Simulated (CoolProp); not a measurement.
Aqueous calcium chloride as a coolant, 22 % by mass, freezing at -22.0 °C, 1 atm.

Computed with CoolProp (Melinder's fits for secondary coolants).

```json
[
 {"T (°C)": "-2.7", "cp (kJ/(kg K))": "?", "conductivity (W/(m K))": "0.539", "Prandtl number": "20.8", "viscosity (mPa s)": "3.78"},
 {"T (°C)": "1.2", "cp (kJ/(kg K))": "2.979", "conductivity (W/(m K))": "0.545", "Prandtl number": "18.5", "viscosity (mPa s)": "3.38"},
 {"T (°C)": "5.2", "cp (kJ/(kg K))": "2.991", "conductivity (W/(m K))": "0.551", "Prandtl number": "?", "viscosity (mPa s)": "3.03"},
 {"T (°C)": "9.1", "cp (kJ/(kg K))": "3.002", "conductivity (W/(m K))": "0.556", "Prandtl number": "14.8", "viscosity (mPa s)": "2.74"},
 {"T (°C)": "13", "cp (kJ/(kg K))": "?", "conductivity (W/(m K))": "0.562", "Prandtl number": "13.3", "viscosity (mPa s)": "?"},
 {"T (°C)": "17", "cp (kJ/(kg K))": "3.023", "conductivity (W/(m K))": "0.568", "Prandtl number": "12.1", "viscosity (mPa s)": "2.26"},
 {"T (°C)": "20.9", "cp (kJ/(kg K))": "3.033", "conductivity (W/(m K))": "0.573", "Prandtl number": "11.0", "viscosity (mPa s)": "2.08"},
 {"T (°C)": "24.8", "cp (kJ/(kg K))": "3.042", "conductivity (W/(m K))": "0.579", "Prandtl number": "10.0", "viscosity (mPa s)": "1.91"},
 {"T (°C)": "28.8", "cp (kJ/(kg K))": "3.051", "conductivity (W/(m K))": "0.585", "Prandtl number": "?", "viscosity (mPa s)": "?"},
 {"T (°C)": "32.7", "cp (kJ/(kg K))": "3.059", "conductivity (W/(m K))": "0.590", "Prandtl number": "8.47", "viscosity (mPa s)": "1.63"}
]
```

Problem. Fill in the missing entries.

Solution. 
- -2.7, cp (kJ/(kg K)): 2.966
- 5.2, Prandtl number: 16.4
- 13, cp (kJ/(kg K)): 3.013
- 13, viscosity (mPa s): 2.49
- 28.8, Prandtl number: 9.20
- 28.8, viscosity (mPa s): 1.76
